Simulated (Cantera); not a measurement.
Source: NASA polynomial tables (part measured, part estimated), evaluated in Cantera. Values are per mole of reaction as written; species without (g) are pure solids or liquids, kept so even where they would boil at 1 bar.

O₃(g) + 6 TaO₂(g) = 3 Ta₂O₅, with ΔH° = -5074.6 kJ and ΔS° = -1490.5 J/K at 300 K.

Task: How far is the shortcut ΔG° ≈ ΔH°(300 K) − T·ΔS°(300 K) from the full temperature-dependent value at 2498, 2548, 2598, 2648, 2698, 2748, 2798, 2848, 2898 K?

Result: 
```tsv
T (K)	shortcut (kJ)	full (kJ)	difference (kJ)	difference in log10 K	condensed phases
2498	-1351.4	-1857.7	506.2	-10.59	Ta₂O₅(l)
2548	-1276.9	-1808.8	531.9	-10.90	Ta₂O₅(l)
2598	-1202.4	-1760.3	557.9	-11.22	Ta₂O₅(l)
2648	-1127.9	-1712.1	584.2	-11.52	Ta₂O₅(l)
2698	-1053.3	-1664.1	610.8	-11.82	Ta₂O₅(l)
2748	-978.8	-1616.4	637.6	-12.12	Ta₂O₅(l)
2798	-904.3	-1569.0	664.7	-12.41	Ta₂O₅(l)
2848	-829.8	-1521.8	692.0	-12.69	Ta₂O₅(l)
2898	-755.2	-1474.9	719.6	-12.97	Ta₂O₅(l)
```
The shortcut ignores heat capacities and the phase changes listed.
